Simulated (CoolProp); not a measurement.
Properties of sulfur dioxide at several states (Tc = 430.6 K, pc = 78.87 bar, ω = 0.256).

Values from CoolProp's reference Helmholtz-energy equation of state, Gao 2016.

| T (K) | p (bar) | phase | Z | cp (kJ/(kg K)) | cv (kJ/(kg K)) | speed of sound (m/s) | Joule-Thomson coefficient (K/MPa) |
|---|---|---|---|---|---|---|---|
| 287.9 | 0.278 | gas | 0.9948 | 0.6252 | 0.4915 | … | 43.40 |
| 360.5 | 0.369 | gas | 0.9970 | 0.6614 | … | 241.0 | 20.65 |
| 288.7 | 9.51 | liquid | … | 1.379 | 0.8130 | 921.3 | -0.2231 |
| 450.2 | 1.32 | gas | 0.9950 | 0.7091 | 0.5760 | 266.9 | 11.01 |
| 457.7 | 14.8 | gas | 0.9456 | 0.7694 | 0.5985 | 261.1 | 10.60 |
| 402 | 0.196 | gas | 0.9989 | 0.6809 | 0.5504 | 253.8 | … |

### Question
Fill in the missing entries.

### Answer

- 287.9, speed of sound (m/s): 216.9
- 360.5, cv (kJ/(kg K)): 0.5296
- 288.7, Z: 0.01820
- 402, Joule-Thomson coefficient (K/MPa): 14.94
